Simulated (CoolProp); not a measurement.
Vapour-liquid equilibrium of CF4 (R14) (1) + CHF3 (R23) (2) at 189.9 K; x and y are mole fractions of (1).

Computed with CoolProp (multi-fluid Helmholtz-energy mixture model, Platzer 1990 and Penoncello 2003; pair parameters Bell 2016). This equation is an older, rougher fit; its heat capacities, sound speeds and derivatives of the liquid may be far off and weren't checked against measurements.

```csv
x,bubble pressure (bar),y at the bubble point,dew pressure at overall composition x (bar),liquid density (mol/L)
0.05,___,___,0.9933,20.39
0.2,5.622,0.839,___,19.42
0.35,7.248,0.881,1.451,18.49
0.5,___,___,1.882,___
0.65,8.677,0.914,2.674,16.72
0.8,___,0.936,___,15.93
0.95,10.27,0.978,9.720,15.26
```

Question: Some entries are withheld; supply them.

Answer: 
- 0.05, bubble pressure (bar): 2.460
- 0.05, y at the bubble point: 0.619
- 0.2, dew pressure at overall composition x (bar): 1.180
- 0.5, bubble pressure (bar): 8.081
- 0.5, y at the bubble point: 0.899
- 0.5, liquid density (mol/L): 17.58
- 0.8, bubble pressure (bar): 9.364
- 0.8, dew pressure at overall composition x (bar): 4.591

No azeotrope shows between x = 0.05 and 0.95.

Pair parameters are fitted to limited data, so mixtures are less certain than the pure fluids. With so large a gap from Raoult's law the liquid may split in two, which this calculation doesn't test in full.
